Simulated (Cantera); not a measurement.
An adiabatic, constant-pressure homogeneous reactor starts with CO : H2 : O2 : N2 = 1 : 0.89 : 1.24 : 4.68 (molar parts), equivalence ratio 0.76, at 1198 K and 1.50 bar.

Detailed kinetics in Cantera: GRI-Mech 3.0 (53 species, 325 reactions).

Question: Predict: time of steepest temperature rise; temperature at 0.100 s; equilibrium temperature; x(CO) at 0.100 s; x(H2) at 0.100 s; x(O2) at 0.100 s; x(O) at 0.100 s; x(OH) at 0.100 s.

Answer: 
```
Item                                                                Result
---------------------------------  ---------------------------------------
time of steepest temperature rise                                  40.0 µs
temperature at 0.100 s                                              2621 K
equilibrium temperature                                             2621 K
x(CO) at 0.100 s                     0.0289 (gas-phase equilibrium 0.0289)
x(H2) at 0.100 s                   0.00447 (gas-phase equilibrium 0.00447)
x(O2) at 0.100 s                     0.0473 (gas-phase equilibrium 0.0473)
x(O) at 0.100 s                    0.00457 (gas-phase equilibrium 0.00457)
x(OH) at 0.100 s                     0.0138 (gas-phase equilibrium 0.0138)
```
